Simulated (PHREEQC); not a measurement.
Consider water at 25 °C with 0.015 mol/kgw NH4F, 0.0024 mol/kgw NaH2PO4 and 0.001 mol/kgw Na2B4O7. Closed to the air; pH follows from the charge balance.

Model: ion-association model, wateq4f.dat, run in PHREEQC.

```yaml
pH: 7.44
ionic_strength: 0.0209 mol/kgw
total_alkalinity: 2.00 meq/kg
```

```
species   molality  activity   log γ
--------  --------  --------  ------
F-          0.0149    0.0129  -0.063
NH4+        0.0148    0.0129  -0.061
Na+        0.00436   0.00380  -0.060
H3BO3      0.00390   0.00392   0.002
HPO4-2     0.00172  0.000994  -0.238
H2PO4-    0.000670  0.000586  -0.059
NH3       0.000200  0.000200   0.000
H2BO3-     7.18e-5   6.17e-5  -0.066
NaF        2.81e-5   2.82e-5   0.002
BF(OH)3-   2.35e-5   2.02e-5  -0.066
NaHPO4-    8.43e-6   7.36e-6  -0.059
```

No solid was allowed to form. Species that the database lacks are ignored. H3PO4, which wateq4f.dat lacks, is added to it with the constant of phreeqc.dat. Real BF4- forms and hydrolyses slowly; the run takes it at equilibrium.
